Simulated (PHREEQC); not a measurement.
Dissolve 0.06 mol/kgw HF, 0.00067 mol/kgw H2SiF6, 0.24 mol/kgw H3PO4 and 0.029 mol/kgw HCl at 80 °C. Closed to the air; pH follows from the charge balance.

Equilibrium calculation in PHREEQC: ion-association model, phreeqc.dat.

This is a speciation only: nothing precipitates in the calculation.

Question: Order these F species by the share of F that they hold, largest first: F-, HF2-, HF, SiF6-2.

Answer: HF (93 %), SiF6-2 (6.2 %), F- (0.59 %), HF2- (0.30 %)

The pH is 1.34 and the ionic strength 0.0549 mol/kgw. At this temperature some constants are extrapolated from 25 °C, and those without enthalpy data are left unchanged. SiF6-2 is the database's only silicon fluoride.
